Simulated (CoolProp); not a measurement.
Computed with CoolProp (reference Helmholtz-energy equation of state, Lemmon 2006). It is a short technical equation, of lower accuracy than the large ones.

Q: Give the vapour pressure (MPa), enthalpy of vaporisation (kJ/kg), liquid cp (kJ/(kg K)), vapour Z of saturated CH3F (R41) at 282 K.

A: 
```
T (K)  p (MPa)  enthalpy of vaporisation (kJ/kg)  liquid cp (kJ/(kg K))  vapour Z
-----  -------  --------------------------------  ---------------------  --------
282       2.58                               305                   2.85     0.669
```
